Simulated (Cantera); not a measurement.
Source: NASA polynomial tables (part measured, part estimated), evaluated in Cantera. Values are per mole of reaction as written; species without (g) are pure solids or liquids, kept so even where they would boil at 1 bar. The tables' values for SiF2 are old estimates.

0.5 C + F2(g) ⇌ 0.5 CF4(g)

```tsv
T (K)	ΔH° (kJ)	ΔS° (J/K)	ΔG° (kJ)	log10 K
2023	-465.4	-75.2	-313.2	8.09
2073	-465.3	-75.2	-309.5	7.80
2123	-465.3	-75.1	-305.7	7.52
2173	-465.2	-75.1	-302.0	7.26
2223	-465.1	-75.1	-298.2	7.01
2273	-465.0	-75.0	-294.5	6.77
2323	-465.0	-75.0	-290.7	6.54
2373	(withheld)	(withheld)	(withheld)	(withheld)
2423	-464.8	-74.9	-283.2	6.11
2473	(withheld)	(withheld)	(withheld)	(withheld)
2523	-464.6	-74.9	-275.7	5.71
```

Problem. Complete the blanks.

Solution. 
- 2373, ΔH° (kJ): -464.9
- 2373, ΔS° (J/K): -75.0
- 2373, ΔG° (kJ): -287.0
- 2373, log10 K: 6.32
- 2473, ΔH° (kJ): -464.7
- 2473, ΔS° (J/K): -74.9
- 2473, ΔG° (kJ): -279.5
- 2473, log10 K: 5.90
